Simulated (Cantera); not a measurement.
Feed: 1 mol Zr, 5.9 mol NH3, 0.92 mol N2, held at 1925 K and 2.10 Pa.

Cantera equilibrium calculation (NASA polynomials, part measured and part estimated; ideal gas, pure solids and liquids). Candidate condensed phases: Zr, ZrN; 11 gas species. ZrN: taken at fixed stoichiometry. The numbers say what is thermodynamically allowed, not how fast it happens.

Base state: H2 0.586, N2 0.254, H 0.160 (mole fractions); condensed: ZrN(s).

Question: What changes in the equilibrium state with this change: temperature from 1925 K to 2400 K?

Answer: 
| species | before | after |
|---|---|---|
| H | 0.160 | 0.764 |
| N2 | 0.254 | 0.172 |
| H2 | 0.586 | 0.0484 |
| Zr | 9.42e-8 | 0.0157 |
| N | 3.22e-8 | 1.01e-5 |
| ZrN(s), mol | 1.000 | 0.677 |

Question: What changes in the equilibrium state with this change: temperature from 1925 K to 2625 K?

Answer: 
```csv
species,before,after
H,0.160,0.776
N2,0.254,0.173
Zr,9.42e-8,0.0446
H2,0.586,0.00701
N,3.22e-8,7.98e-5
"ZrN(s), mol",1.000,0
```

Question: What changes in the equilibrium state with this change: temperature from 1925 K to 2448.15 K?

Answer: 
```
species       before    after
-----------  -------  -------
H              0.160    0.755
N2             0.254    0.175
Zr           9.42e-8   0.0399
H2             0.586   0.0302
N            3.22e-8  1.63e-5
ZrN(s), mol    1.000    0.135
```
